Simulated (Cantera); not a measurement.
Feed: 1 mol MgO, 6.3 mol C, 3.3 mol H2, equilibrated at 1248.15 K and 39.0 mbar.

Cantera equilibrium calculation (NASA polynomials, part measured and part estimated; ideal gas, pure solids and liquids). Candidate condensed phases: C, C6H6, C7H8, C8H18, H2O, Mg, MgCO3, MgO, Mg(OH)2; 116 gas species. Kinetics and transport are ignored.

Base state: H2 0.999, CH4 0.000434, CO 0.000128, Mg 0.000128 (mole fractions); condensed: C(graphite) + MgO(s).

What changes in the equilibrium state with this change: pressure from 39.0 mbar to 4.30 bar?


```json
[
 {"species": "H2", "before": "0.999", "after": "0.956"},
 {"species": "CH4", "before": "0.000434", "after": "0.0438"},
 {"species": "Mg", "before": "0.000128", "after": "1.19e-6"},
 {"species": "CO", "before": "0.000128", "after": "1.13e-6"},
 {"species": "C(graphite), mol", "before": "6.30", "after": "6.16"},
 {"species": "MgO(s), mol", "before": "1.000", "after": "1.000"}
]
```
